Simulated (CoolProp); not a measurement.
Aqueous potassium acetate as a coolant, at 38 °C, 1 atm.

Model: Melinder's fits for secondary coolants, in CoolProp.

```tsv
mass %	freezing point (°C)	viscosity (mPa s)	Prandtl number	cp (kJ/(kg K))	conductivity (W/(m K))
4.2	-1.6	0.750	4.93	4.027	0.612
9.7	-4.4	0.866	5.62	3.845	0.592
15.1	-7.6	0.999	6.41	3.680	0.573
20.6	-11.7	1.16	7.35	3.522	0.555
26	-17.4	1.35	8.49	3.374	0.537
31.5	-25.6	1.61	10.0	3.229	0.518
36.9	-35.7	1.95	12.1	3.088	0.500
42.4	-47.1	2.42	14.8	2.944	0.482
```
